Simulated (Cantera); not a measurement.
A closed system holds: 1 mol Pb, 0.12 mol O2, 21 mol N2, equilibrated at 140 Pa.

These are equilibrium values from Cantera (NASA tables, ideal gas, pure condensed phases), not measurements of a reactor. Candidate condensed phases: Pb, PbO, PbO2, Pb3O4; 12 gas species. Mutual solubility and eutectic melting of coexisting phases are not modelled. Kinetics and transport are ignored.

Q: Which condensed phases are stable at each of these points (T (K)): 573, 623, 673, 723, 773, 823, 873, 923, 973, 1023, 1073, 1123, 1173?

A: 
| T (K) | condensed phases | Pb condensed (%) |
|---|---|---|
| 573 | Pb(s) + PbO(red) | 100.0 |
| 623 | Pb(l) + PbO(red) | 100.0 |
| 673 | Pb(l) + PbO(red) | 100.0 |
| 723 | Pb(l) + PbO(red) | 100.0 |
| 773 | Pb(l) + PbO(yellow) | 100.0 |
| 823 | Pb(l) + PbO(yellow) | 99.8 |
| 873 | Pb(l) + PbO(yellow) | 99.0 |
| 923 | Pb(l) + PbO(yellow) | 96.2 |
| 973 | Pb(l) + PbO(yellow) | 86.6 |
| 1023 | Pb(l) + PbO(yellow) | 58.2 |
| 1073 | PbO(yellow) | 19.5 |
| 1123 | PbO(yellow) | 6.1 |
| 1173 | gas only | 0.0 |

At 573 K the condensed part is Pb(s) + PbO(red). From 623 K to 723 K the condensed part is Pb(l) + PbO(red). From 773 K to 1023 K the condensed part is Pb(l) + PbO(yellow). From 1073 K to 1123 K the condensed part is PbO(yellow). At 1173 K nothing is condensed.
